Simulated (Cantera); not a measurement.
A perfectly stirred reactor is fed with H₂ : O₂ : N₂ = 1 : 0.862 : 3.24 (molar parts), equivalence ratio 0.58, at 2.76 atm; it is adiabatic with a 673 K inlet, and is followed from long to short residence time, starting on the burning branch (τ in s: 0.36, 0.12, 0.043, 0.015, 0.0052, 0.0018, 0.00063, 0.00022, 7.6e-05, 2.7e-05).

Detailed kinetics in Cantera: the H2/O2 subset of GRI-Mech 3.0, which has no nitrogen chemistry. The hydrogen kinetics of GRI-Mech 3.0 are dated; newer H2 mechanisms differ, most at raised pressure.

Question: Predict: blow-out, bracketed by the residence times tried; x(H₂) at τ = 0.360 s; x(O₂) at τ = 0.360 s; x(H₂O) at τ = 0.360 s; x(O) at τ = 0.360 s; x(HO₂) at τ = 0.360 s; x(H₂) at τ = 1.80 ms; x(O₂) at τ = 1.80 ms; x(H₂O) at τ = 1.80 ms; x(O) at τ = 1.80 ms; x(HO₂) at τ = 1.80 ms.

Answer: 
* **blow-out, bracketed by the residence times tried**: burning at 27.0 µs, the shortest tried
* **x(H₂) at τ = 0.360 s**: 0.000296
* **x(O₂) at τ = 0.360 s**: 0.0779
* **x(H₂O) at τ = 0.360 s**: 0.215
* **x(O) at τ = 0.360 s**: 0.000249
* **x(HO₂) at τ = 0.360 s**: 3.87e-6
* **x(H₂) at τ = 1.80 ms**: 0.00130
* **x(O₂) at τ = 1.80 ms**: 0.0773
* **x(H₂O) at τ = 1.80 ms**: 0.213
* **x(O) at τ = 1.80 ms**: 0.000913
* **x(HO₂) at τ = 1.80 ms**: 7.83e-6
